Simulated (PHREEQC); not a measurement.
**Reverse-osmosis permeate: speciation**

A made-up water analysis in mg/L, 25 °C, pH 5.77, pe 8.1:

```
constituent           mg/L
------------------  ------
Na                   0.773
K                     1.14
Ca                    2.54
Mg                   0.225
Cl                    1.08
S(6) as SO4          0.731
Alkalinity as HCO3      10
Si as SiO2          0.0013
Sr                    0.21
N(5) as NO3         0.0571
```

Valence states are taken as typed.

All values are PHREEQC results (ion-association model, wateq4f.dat), not measurements.

Precipitation was switched off in this run.

### Question
What charge-balance error does the model give?

### Answer
charge-balance error 0.6 %.

### Question
In which forms is S present?

### Answer
SO4-2 99 %, CaSO4 1.1 % of the S.
